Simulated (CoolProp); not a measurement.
Nitrous oxide along the isotherm 318.5 K: Z from the reference equation and from simpler models built on Tc = 309.5 K, pc = 7.245 MPa, ω = 0.161; each cubic takes its own stable root.

Model: reference Helmholtz-energy equation of state, Lemmon 2006, in CoolProp. It is a short technical equation, of lower accuracy than the large ones.

```json
[
 {"p (MPa)": "0.0573", "phase": "gas", "reference": "0.9975"},
 {"p (MPa)": "0.0864", "phase": "gas", "reference": "0.9962"},
 {"p (MPa)": "0.13", "phase": "gas", "reference": "0.9943"},
 {"p (MPa)": "0.197", "phase": "gas", "reference": "0.9914"},
 {"p (MPa)": "0.297", "phase": "gas", "reference": "0.9869"},
 {"p (MPa)": "0.448", "phase": "gas", "reference": "0.9802"},
 {"p (MPa)": "0.675", "phase": "gas", "reference": "0.9700"},
 {"p (MPa)": "1.02", "phase": "gas", "reference": "0.9543"},
 {"p (MPa)": "1.54", "phase": "gas", "reference": "0.9299"},
 {"p (MPa)": "2.32", "phase": "gas", "reference": "0.8918"},
 {"p (MPa)": "3.5", "phase": "gas", "reference": "0.8295"},
 {"p (MPa)": "5.28", "phase": "gas", "reference": "0.7201"},
 {"p (MPa)": "7.96", "phase": "supercritical", "reference": "0.4574"},
 {"p (MPa)": "12", "phase": "supercritical", "reference": "0.2844"},
 {"p (MPa)": "18.1", "phase": "supercritical", "reference": "0.3785"}
]
```

Question: How far does each simpler model (van der Waals, Redlich-Kwong, Soave-Redlich-Kwong) lie from the reference over these 15 states: mean and median of the absolute difference, and the worst?

Answer: 
- van der Waals: mean 5.5 %, median 0.6 %, worst +35.2 % at 318.5 K and 18.1 MPa
- Redlich-Kwong: mean 1.9 %, median 0.0 %, worst +15.6 % at 318.5 K and 12 MPa
- Soave-Redlich-Kwong: mean 2.4 %, median 0.1 %, worst +17.4 % at 318.5 K and 12 MPa
